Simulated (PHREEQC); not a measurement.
Consider water at 25 °C with 0.043 mol/kgw MgSO4 and 0.0024 mol/kgw NaHCO3. Closed to the air; pH follows from the charge balance.

The numbers come from PHREEQC with the ion-association model, phreeqc.dat.

Precipitation was switched off in this run.

Q: Estimate the pH, specific conductance, ionic strength.

A: pH 7.79; specific conductance 4540 µS/cm; ionic strength 0.0958 mol/kgw.

Q: In which forms is C present?

A: HCO3- 85 %, MgHCO3+ 9.8 %, CO2 2.4 %, MgCO3 1.8 %, CO3-2 0.5 % of the C.

Species that the database lacks are ignored.
